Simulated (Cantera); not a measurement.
Input: 1 mol PbO, 0.55 mol CH₄, 16 mol H₂, 3 mol CO, equilibrated at 75.0 Torr.

Cantera equilibrium calculation (NASA polynomials, part measured and part estimated; ideal gas, pure solids and liquids). Candidate condensed phases: C, C₆H₆, C₇H₈, C₈H₁₈, H₂O, Pb, PbO, PbO₂, Pb₃O₄; 113 gas species. The numbers say what is thermodynamically allowed, not how fast it happens.

x: gas mole fraction; n: condensed amount in mol.

```json
[
 {"T (K)": "923", "x H₂": "0.800", "x CO": "0.155", "x Pb": "2.54e-5", "x H₂O": "0.0244", "x CH₄": "0.0117", "n Pb(l)": "0.999"},
 {"T (K)": "973", "x H₂": "0.808", "x CO": "0.163", "x Pb": "8.75e-5", "x H₂O": "0.0192", "x CH₄": "0.00357", "n Pb(l)": "0.998"},
 {"T (K)": "1023", "x H₂": "0.810", "x CO": "0.166", "x Pb": "0.000267", "x H₂O": "0.0180", "x CH₄": "0.00101", "n Pb(l)": "0.995"},
 {"T (K)": "1073", "x H₂": "0.809", "x CO": "0.168", "x Pb": "0.000731", "x H₂O": "0.0180", "x CH₄": "0.000294", "n Pb(l)": "0.985"},
 {"T (K)": "1123", "x H₂": "0.808", "x CO": "0.168", "x Pb": "0.00183", "x H₂O": "0.0184", "x CH₄": "9.36e-5", "n Pb(l)": "0.962"},
 {"T (K)": "1173", "x H₂": "0.806", "x CO": "0.168", "x Pb": "0.00422", "x H₂O": "0.0187", "x CH₄": "3.25e-5", "n Pb(l)": "0.913"},
 {"T (K)": "1223", "x H₂": "0.802", "x CO": "0.168", "x Pb": "0.00908", "x H₂O": "0.0189", "x CH₄": "1.22e-5", "n Pb(l)": "…"},
 {"T (K)": "1273", "x H₂": "0.794", "x CO": "0.166", "x Pb": "0.0184", "x H₂O": "0.0190", "x CH₄": "4.90e-6", "n Pb(l)": "…"},
 {"T (K)": "1323", "x H₂": "0.780", "x CO": "0.164", "x Pb": "0.0352", "x H₂O": "0.0189", "x CH₄": "2.05e-6", "n Pb(l)": "…"},
 {"T (K)": "1373", "x H₂": "0.771", "x CO": "0.162", "x Pb": "0.0462", "x H₂O": "0.0189", "x CH₄": "9.28e-7", "n Pb(l)": "0"},
 {"T (K)": "1423", "x H₂": "0.771", "x CO": "0.162", "x Pb": "0.0462", "x H₂O": "0.0190", "x CH₄": "4.59e-7", "n Pb(l)": "0"}
]
```

Task: What belongs in the gaps?

Result: 
- 1223, n Pb(l): 0.811
- 1273, n Pb(l): 0.614
- 1323, n Pb(l): 0.247
